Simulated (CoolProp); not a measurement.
Vapour-liquid equilibrium of toluene (1) + m-xylene (2) at 0.0076 MPa; x and y are mole fractions of (1).

Values from CoolProp's multi-fluid Helmholtz-energy mixture model, Lemmon 2006 and Zhou 2012; pair parameters Bell 2016.

| x | bubble temperature (K) | y at the bubble point | dew temperature at overall composition x (K) | liquid density (mol/L) |
|---|---|---|---|---|
| 0.05 | 334.2 | 0.135 | 335.6 | 7.854 |
| 0.125 | 331.2 | 0.303 | 334.4 | 7.959 |
| 0.2 | 328.5 | 0.437 | 333.1 | 8.063 |
| 0.275 | 326.1 | 0.544 | 331.8 | 8.167 |
| 0.35 | 323.9 | 0.630 | 330.3 | 8.270 |
| 0.425 | 322.0 | 0.699 | 328.8 | 8.374 |
| 0.5 | 320.3 | 0.757 | 327.1 | 8.478 |
| 0.575 | 318.8 | 0.805 | 325.3 | 8.583 |
| 0.65 | 317.4 | 0.847 | 323.4 | 8.689 |
| 0.725 | 316.2 | 0.884 | 321.2 | 8.797 |
| 0.8 | 315.0 | 0.917 | 318.9 | 8.907 |
| 0.875 | 314.0 | 0.949 | 316.5 | 9.019 |
| 0.95 | 313.0 | 0.980 | 313.9 | 9.135 |

No azeotrope shows between x = 0.05 and 0.95.

The pair parameters rest on a limited set of measurements; away from them the model extrapolates.
